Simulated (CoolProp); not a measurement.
R1336mzz(Z) along the isotherm 61.75 °C: density (kg/m³) from the reference equation and from simpler models built on Tc = 171.3 °C, pc = 2.904 MPa, ω = 0.386; each cubic takes its own stable root.

The numbers come from the reference Helmholtz-energy equation of state, McLinden 2020 in CoolProp.

| p (MPa) | phase | reference |
|---|---|---|
| 1.12 | liquid | 1268 |
| 2.23 | liquid | 1274 |
| 3.35 | liquid | 1279 |
| 4.47 | liquid | 1284 |
| 5.58 | liquid | 1289 |
| 6.7 | liquid | 1294 |
| 7.82 | liquid | 1299 |
| 8.93 | liquid | 1304 |
| 10.1 | liquid | 1308 |
| 11.2 | liquid | 1312 |
| 12.3 | liquid | 1316 |
| 13.4 | liquid | 1320 |
| 14.5 | liquid | 1324 |

Task: How far does each simpler model (van der Waals, Redlich-Kwong, Soave-Redlich-Kwong, Peng-Robinson) lie from the reference over these 13 states: mean and median of the absolute difference, and the worst?

Result: 
- van der Waals: mean 41.1 %, median 40.8 %, worst -44.5 % at 61.75 °C and 1.12 MPa
- Redlich-Kwong: mean 17.6 %, median 17.4 %, worst -20.3 % at 61.75 °C and 1.12 MPa
- Soave-Redlich-Kwong: mean 13.7 %, median 13.6 %, worst -14.9 % at 61.75 °C and 1.12 MPa
- Peng-Robinson: mean 2.7 %, median 2.6 %, worst -3.6 % at 61.75 °C and 1.12 MPa
